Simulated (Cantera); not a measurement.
Cantera run, input and output.

```python
import numpy as np
import cantera as ct

gas = ct.Solution("h2o2.yaml")
gas.TPX = 423, 34000, {'H2': 1, 'O2': 0.238, 'N2': 1.17}
flame = ct.FreeFlame(gas, width=0.085)
flame.set_refine_criteria(ratio=3, slope=0.08, curve=0.16)
flame.transport_model = "mixture-averaged"
flame.solve(loglevel=0, auto=True)
z, T = flame.grid, flame.T
thick = (T[-1] - T[0]) / np.gradient(T, z).max()
show = ['H2', 'O2', 'O', 'OH', 'H2O', 'H2O2']
print(f"laminar burning velocity  {flame.velocity[0] * 100:.3f} cm/s")
print(f"burnt temperature         {T[-1]:.1f} K")
print(f"thermal thickness         {thick * 1e3:.4f} mm")
print(f"grid points               {len(z)}")
z0 = z[flame.heat_release_rate.argmax()]
print(f"{'z/mm':>9s}{'T/K':>9s}{'u/(m/s)':>9s}" + "".join(f"{s:>11s}" for s in show))
rows = []
for k in (-3, -2, -1.5, -1, -0.5, -0.25, 0, 0.25, 0.5, 1, 2, 4, 8):
    zz = z0 + k * thick
    rows.append([k * thick, np.interp(zz, z, T), np.interp(zz, z, flame.velocity),
                 *(np.interp(zz, z, flame.X[gas.species_index(s)]) for s in show)])
    print(f"{rows[-1][0] * 1e3:9.3f}{rows[-1][1]:9.1f}{rows[-1][2]:9.3f}" + "".join(f"{x:11.3e}" for x in rows[-1][3:]))
```

Output:

```
laminar burning velocity  362.884 cm/s
burnt temperature         1928.7 K
thermal thickness         1.6902 mm
grid points               138
     z/mm      T/K  u/(m/s)         H2         O2          O         OH        H2O       H2O2
   -5.071    423.0    3.629  4.153e-01  9.884e-02  2.832e-15  2.355e-17  7.175e-14  3.082e-16
   -3.380    423.0    3.629  4.153e-01  9.884e-02  3.036e-13  2.524e-15  7.235e-12  4.064e-14
   -2.535    423.0    3.629  4.153e-01  9.884e-02  8.622e-12  7.169e-14  2.185e-10  1.488e-12
   -1.690    423.0    3.629  4.153e-01  9.884e-02  1.363e-09  2.029e-11  5.239e-08  5.664e-10
   -0.845    448.1    3.824  4.112e-01  9.887e-02  8.048e-06  7.293e-05  9.806e-04  8.188e-06
   -0.423    695.3    5.803  3.784e-01  9.159e-02  1.778e-04  4.391e-04  2.181e-02  1.132e-05
    0.000   1060.6    8.637  2.906e-01  5.940e-02  2.037e-03  1.045e-03  9.251e-02  4.428e-07
    0.423   1295.4   10.479  2.122e-01  1.401e-02  2.096e-03  1.788e-03  1.798e-01  2.480e-07
    0.845   1390.5   11.204  1.961e-01  2.050e-03  8.726e-04  1.724e-03  2.041e-01  1.472e-07
    1.690   1480.7   11.862  2.001e-01  3.153e-04  5.704e-04  1.896e-03  2.087e-01  1.254e-07
    3.380   1577.0   12.548  2.083e-01  2.062e-04  4.466e-04  2.020e-03  2.103e-01  9.766e-08
    6.761   1672.0   13.210  2.165e-01  1.325e-04  2.989e-04  1.937e-03  2.122e-01  6.163e-08
   13.521   1756.1   13.784  2.239e-01  7.167e-05  1.673e-04  1.645e-03  2.142e-01  3.296e-08
```

Cantera simulation using the H2/O2 subset of GRI-Mech 3.0, which has no nitrogen chemistry; the numbers are that mechanism's predictions, not measurements. Burning velocities carry a grid error of a few per cent, more on coarse grids.
